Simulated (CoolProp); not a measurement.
Model: reference Helmholtz-energy equation of state, Lemmon 2016, in CoolProp.

Give the vapour pressure (bar), liquid density (kg/m³), liquid cp (kJ/(kg K)), surface tension (mN/m) of saturated R365MFC at 98.35, 112.95 °C.


| T (°C) | p (bar) | liquid density (kg/m³) | liquid cp (kJ/(kg K)) | surface tension (mN/m) |
|---|---|---|---|---|
| 98.35 | 5.64 | 1080 | 1.56 | 7.27 |
| 112.95 | 7.93 | 1040 | 1.62 | 5.84 |

Surface tension comes from a separate correlation (Mulero 2012).
